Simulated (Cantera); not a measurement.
Charge: 1 mol SiH₂Cl₂, 81 mol N₂, equilibrated at 130 Pa.

Method: chemical equilibrium by Gibbs-energy minimisation in Cantera with the NASA 1993 tables (ideal gas, pure condensed phases). Candidate condensed phases: NH₄Cl, Si, Si₃N₄; 28 gas species. The tables' values for SiCl, SiN are old estimates; treat these amounts as uncertain. Kinetics and transport are ignored. All values below are at 1550 °C.

Base state: N₂ 0.972, SiCl₂ 0.00868, H₂ 0.00863, HCl 0.00562, Si 0.00269, H 0.00112, Cl 0.000555, SiCl 0.000444 (mole fractions); condensed: gas only.

Task: What changes in the equilibrium state with this change: pressure from 130 Pa to 5.00 Pa?

Result: 
```csv
species,before,after
N₂,0.972,0.963
HCl,0.00562,0.00917
Si,0.00269,0.00729
Cl,0.000555,0.00599
SiCl₂,0.00868,0.00406
Si₂N,4.91e-5,2.71e-6
H,0.00112,0.00438
```
